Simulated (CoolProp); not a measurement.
20 sccm (0 °C, 1 atm) of nitrogen bubbles through liquid n-perfluorohexane at 306.6 K and leaves saturated at a total pressure of 0.12 MPa (ideal gas phase). Each further row changes one setting.

Values from CoolProp's reference Helmholtz-energy equation of state, Gao 2022.

```
case                      vapour pressure (kPa)  mole fraction of vapour  delivery (mg/min)  delivery (sccm)  change of delivery for a bath 1 K warmer (%)
------------------------  ---------------------  -----------------------  -----------------  ---------------  --------------------------------------------
as stated                                  42.0                        …                163                …                                             …
bath temperature 311.6 K                   51.3                    0.428                  …             14.9                                           7.2
total pressure 0.24 MPa                    42.0                    0.175                  …                …                                             …
```

Problem. Complete the blanks.

Solution. 
- as stated, mole fraction of vapour: 0.350
- as stated, delivery (sccm): 10.8
- as stated, change of delivery for a bath 1 K warmer (%): 6.5
- bath temperature 311.6 K, delivery (mg/min): 225
- total pressure 0.24 MPa, delivery (mg/min): 64.0
- total pressure 0.24 MPa, delivery (sccm): 4.25
- total pressure 0.24 MPa, change of delivery for a bath 1 K warmer (%): 5.1
